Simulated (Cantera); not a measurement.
An adiabatic, constant-pressure homogeneous reactor starts with CH4 : O2 : N2 = 1 : 2.33 : 8.74 (molar parts), equivalence ratio 0.86, at 1625 K and 0.240 bar. Integrator tolerance rtol = 1e-08.

Detailed kinetics in Cantera: GRI-Mech 3.0 (53 species, 325 reactions).

### Question
What does this change do: 0.88 parts CO2 added?

### Answer
```
quantity                                                          before                                    after
---------------------------------  -------------------------------------  ---------------------------------------
time of steepest temperature rise                                1.28 ms                                  1.38 ms
temperature at 3.00 s                                             2633 K                                   2545 K
equilibrium temperature                                           2633 K                                   2545 K
x(CH4) at 3.00 s                   <1e-12 (gas-phase equilibrium <1e-12)    <1e-12 (gas-phase equilibrium <1e-12)
x(O2) at 3.00 s                    0.0370 (gas-phase equilibrium 0.0370)    0.0402 (gas-phase equilibrium 0.0402)
x(H) at 3.00 s                     0.0110 (gas-phase equilibrium 0.0110)  0.00613 (gas-phase equilibrium 0.00613)
x(C2H) at 3.00 s                   <1e-12 (gas-phase equilibrium <1e-12)    <1e-12 (gas-phase equilibrium <1e-12)
x(O) at 3.00 s                     0.0107 (gas-phase equilibrium 0.0107)  0.00741 (gas-phase equilibrium 0.00741)
```
